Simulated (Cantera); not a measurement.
A Cantera script and what it prints.

```python
import numpy as np
import cantera as ct

gas_names = """
    B BH BH2 BH3 BN BO BO2 B2 B2O B2O2 B2O3 B3O3H3 H HBO HBO2 HNO HNO2 HNO3 HO2 H2 H2O H2O2 H3B3O6 N NH
    NH2 NH3 NH2OH NO NO2 NO3 N2 N2H2 N2H4 N2O O OH O2 O3
""".split()
cond_names = """
    B(b) B(L) BN(s) B2O3(L) B3O3H3(cr) H2O(s) H2O(L)
""".split()


def load(file, names, dense=False):
    # The tables refer to 1 bar. Condensed volumes are neglected.
    table = {s.name: s for s in ct.Species.list_from_file(file)}
    out = []
    for n in names:
        d = dict(table[n].input_data)
        d["thermo"] = dict(d["thermo"], **{"reference-pressure": 1e5})
        if dense:
            d["equation-of-state"] = {"model": "constant-volume", "density": "1e6 g/cm^3"}
        out.append(ct.Species.from_dict(d))
    return out


gas = ct.Solution(thermo="ideal-gas", species=load("nasa_gas.yaml", gas_names))
cond = {s.name: ct.Solution(thermo="fixed-stoichiometry", species=[s], name=s.name)
        for s in load("nasa_condensed.yaml", cond_names, dense=True)}
atoms = {
    'borazine': {'B': 3, 'N': 3, 'H': 6},
    'H2O': {'H': 2, 'O': 1},
    'H2': {'H': 2},
    'NH3': {'N': 1, 'H': 3},
}
top_T = {'BN(s)': 3200}  # K; cautious upper limits of use, not melting points


def equilibrate(T, P, feed):
    n = {}
    for name, mol in feed.items():
        for a, k in atoms[name].items():
            n[a] = n.get(a, 0.0) + k * mol
    gas.TPX = T, P, n
    mass = sum(n.values()) * gas.mean_molecular_weight
    gas.equilibrate("TP")
    valid = [c for c in cond.values() if c.min_temp <= T <= top_T.get(c.name, c.max_temp)]
    mix = ct.Mixture([(gas, mass / gas.mean_molecular_weight)] + [(c, 0.0) for c in valid])
    mix.T, mix.P = T, P
    mix.equilibrate("TP", solver="vcs", rtol=1e-11, max_steps=5000)
    return mix


results = []
feed = {'borazine': 1, 'H2O': 0.65, 'H2': 8.6, 'NH3': 23}  # mol
T = 2023  # K
P = 380  # Pa
mix = equilibrate(T, P, feed)
results.append((T, P, feed, dict(zip(mix.species_names, mix.species_moles))))
x = sorted(zip(gas.X, gas.species_names), reverse=True)
print(f"T = {T:g} K  P = {P:g} Pa  gas = {mix.phase_moles(0):.4g} mol")
print("   x: " + "  ".join(f"{s} {v:.3e}" for v, s in x if v > 1e-06))
print("   condensed (mol): " + ("  ".join(f"{mix.phase(i).name} {mix.phase_moles(i):.4g}"
      for i in range(1, mix.n_phases) if mix.phase_moles(i) > 1e-12) or "none"))
```

Output:

```
T = 2023 K  P = 380 Pa  gas = 59.82 mol
   x: H2 7.644e-01  N2 1.978e-01  H 2.693e-02  HBO 6.997e-03  BO 3.501e-03  BH2 1.911e-04  B2O2 1.686e-04  B2O 2.558e-05  B 2.401e-05  BH 2.727e-06  HBO2 1.904e-06  H2O 1.250e-06
   condensed (mol): BN(s) 2.336
```

Equilibrium computed with Cantera from the NASA thermochemical tables; the gas is ideal and each condensed phase is pure. The feed counts by its element totals alone. The tables' values for BH2 are old estimates; treat these amounts as uncertain.
